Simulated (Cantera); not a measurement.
# Thermodynamics of silicon oxide and oxynitride deposition, feed SiH₄ + N₂O

A closed system holds: 1 mol SiH₄, a varied amount of N₂O, equilibrated at 575 K and 0.0133 bar.

Method: chemical equilibrium by Gibbs-energy minimisation in Cantera with the NASA 1993 tables (ideal gas, pure condensed phases). Candidate condensed phases: H₂O, Si, SiO₂, Si₂N₂O, Si₃N₄; 35 gas species. The numbers say what is thermodynamically allowed, not how fast it happens.

From 0.24 mol N₂O to 0.37 mol N₂O the condensed part is Si(s) + Si₂N₂O(s). From 0.56 mol N₂O to 1.9 mol N₂O the condensed part is SiO₂(α-quartz) + Si₂N₂O(s). From 2.9 mol N₂O to 23 mol N₂O the condensed part is SiO₂(α-quartz).

```tsv
n(N₂O) (mol)	x H₂	x N₂	x H₂O	x O₂	x NH₃	x NO₂	x NO	n Si(s)	n Si₂N₂O(s)	n SiO₂(α-quartz)
0.24	1.00	<1e-12	<1e-12	<1e-12	<1e-12	<1e-12	<1e-12	0.520	0.240	0
0.37	1.00	<1e-12	<1e-12	<1e-12	<1e-12	<1e-12	<1e-12	0.260	0.370	0
0.56	0.961	0.0384	2.17e-7	<1e-12	0.000160	<1e-12	<1e-12	0	0.480	0.0400
0.84	0.815	0.185	3.10e-7	<1e-12	0.000274	<1e-12	<1e-12	0	0.387	0.227
1.3	0.652	0.348	3.07e-7	<1e-12	0.000269	<1e-12	<1e-12	0	0.233	0.533
1.9	0.517	0.483	2.71e-7	<1e-12	0.000224	<1e-12	<1e-12	0	0.0333	0.933
2.9	0.224	0.592	0.184	<1e-12	7.09e-5	<1e-12	<1e-12	0	0	1.00
4.4	<1e-12	0.667	0.303	0.0303	<1e-12	1.35e-9	3.24e-9	0	0	1.00
6.6	<1e-12	0.667	0.202	0.131	<1e-12	5.85e-9	6.75e-9	0	0	1.00
10	<1e-12	0.667	0.133	0.200	<1e-12	8.92e-9	8.33e-9	0	0	1.00
15	<1e-12	0.667	0.0889	0.244	<1e-12	1.09e-8	9.21e-9	0	0	1.00
23	<1e-12	0.667	0.0580	0.275	<1e-12	1.23e-8	9.78e-9	0	0	1.00
```
x: gas mole fraction; n: condensed amount in mol.
